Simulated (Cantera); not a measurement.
An adiabatic, constant-volume homogeneous reactor starts with H2 : O2 : N2 = 1 : 0.877 : 4.12 (molar parts), equivalence ratio 0.57, at 1173 K and 5.10 bar. Integrator tolerance rtol = 1e-08.

Cantera simulation using the H2/O2 subset of GRI-Mech 3.0, which has no nitrogen chemistry; the numbers are that mechanism's predictions, not measurements. The hydrogen kinetics of GRI-Mech 3.0 are dated; newer H2 mechanisms differ, most at raised pressure.

**Question.** What does this change do: constant pressure in place of constant volume?

**Answer.** 
| quantity | before | after |
|---|---|---|
| time of steepest temperature rise | 27.5 µs | 28.2 µs |
| temperature at 7.00 s | 2567 K | 2330 K |
| equilibrium temperature | 2567 K | 2330 K |
| x(H2) at 7.00 s | 0.00174 (gas-phase equilibrium 0.00174) | 0.000751 (gas-phase equilibrium 0.000751) |
| x(O2) at 7.00 s | 0.0660 (gas-phase equilibrium 0.0660) | 0.0671 (gas-phase equilibrium 0.0671) |
| x(H2O) at 7.00 s | 0.174 (gas-phase equilibrium 0.174) | 0.178 (gas-phase equilibrium 0.178) |
| x(H2O2) at 7.00 s | 1.16e-6 (gas-phase equilibrium 1.16e-6) | 4.96e-7 (gas-phase equilibrium 4.96e-7) |
| x(HO2) at 7.00 s | 1.68e-5 (gas-phase equilibrium 1.68e-5) | 7.58e-6 (gas-phase equilibrium 7.58e-6) |

**Question.** What does this change do: pressure from 5.10 bar to 1.00 bar?

**Answer.** 
```csv
quantity,before,after
time of steepest temperature rise,27.5 µs,62.9 µs
temperature at 7.00 s,2567 K,2523 K
equilibrium temperature,2567 K,2523 K
x(H2) at 7.00 s,0.00174 (gas-phase equilibrium 0.00174),0.00317 (gas-phase equilibrium 0.00317)
x(O2) at 7.00 s,0.0660 (gas-phase equilibrium 0.0660),0.0653 (gas-phase equilibrium 0.0653)
x(H2O) at 7.00 s,0.174 (gas-phase equilibrium 0.174),0.171 (gas-phase equilibrium 0.171)
x(H2O2) at 7.00 s,1.16e-6 (gas-phase equilibrium 1.16e-6),4.54e-7 (gas-phase equilibrium 4.54e-7)
x(HO2) at 7.00 s,1.68e-5 (gas-phase equilibrium 1.68e-5),9.78e-6 (gas-phase equilibrium 9.78e-6)
```
